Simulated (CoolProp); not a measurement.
Vapour-liquid equilibrium of R125 (1) + propane (2) at 269.1 K; x and y are mole fractions of (1).

Model: multi-fluid Helmholtz-energy mixture model, Lemmon 2005 and Lemmon 2009; pair parameters Bell 2016, in CoolProp.

```csv
x,bubble pressure (MPa),y at the bubble point,dew pressure at overall composition x (MPa),liquid density (mol/L)
0.05,0.5012,0.187,0.4382,11.99
0.2,0.6427,0.419,0.5082,11.64
0.35,0.7002,0.510,0.5969,11.36
0.5,0.7237,0.569,0.6947,11.16
0.65,0.7284,0.630,0.7260,11.05
0.8,0.7080,0.719,0.6764,11.04
0.95,0.6345,0.895,0.6103,11.11
```

y crosses x between x = 0.5 and 0.65: the model has an azeotrope there.

The pair parameters rest on a limited set of measurements; away from them the model extrapolates.
